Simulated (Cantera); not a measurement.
A closed system holds: 1 mol Cu, 0.22 mol NH3, 22 mol N2, held at 0.00190 bar.

Method: chemical equilibrium by Gibbs-energy minimisation in Cantera with the NASA 1993 tables (ideal gas, pure condensed phases). Candidate condensed phases: Cu; 11 gas species. The numbers say what is thermodynamically allowed, not how fast it happens.

x: gas mole fraction; n: condensed amount in mol.

| T (K) | x N2 | x Cu | x H2 | x H | n Cu(l) |
|---|---|---|---|---|---|
| 1648 | 0.944 | 0.0416 | 0.0140 | (withheld) | 0.0247 |
| 1673 | 0.943 | 0.0426 | 0.0139 | (withheld) | 0 |
| 1698 | 0.943 | 0.0426 | 0.0139 | (withheld) | 0 |
| 1723 | 0.943 | 0.0426 | 0.0138 | (withheld) | 0 |
| 1748 | 0.943 | 0.0426 | 0.0138 | (withheld) | 0 |
| 1773 | 0.943 | 0.0426 | 0.0137 | (withheld) | 0 |
| 1798 | 0.943 | 0.0426 | 0.0136 | (withheld) | 0 |

Task: Complete the blanks.

Result: 
- 1648, x H: 0.000241
- 1673, x H: 0.000308
- 1698, x H: 0.000391
- 1723, x H: 0.000492
- 1748, x H: 0.000615
- 1773, x H: 0.000764
- 1798, x H: 0.000942
